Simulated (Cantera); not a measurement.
Feed: 1 mol SiHCl3, 78 mol N2, held at 13000 Pa.

These are equilibrium values from Cantera (NASA tables, ideal gas, pure condensed phases), not measurements of a reactor. Candidate condensed phases: NH4Cl, Si, Si3N4; 28 gas species. The tables' values for SiCl3, SiCl are old estimates; treat these amounts as uncertain. Rates play no part.

Problem. At 1925 K, list the 4 most abundant gas species with their mole fractions, and the condensed phases.

Solution. N2 0.975, SiCl2 0.0119, HCl 0.0111, Cl 0.000845. Condensed: gas only.
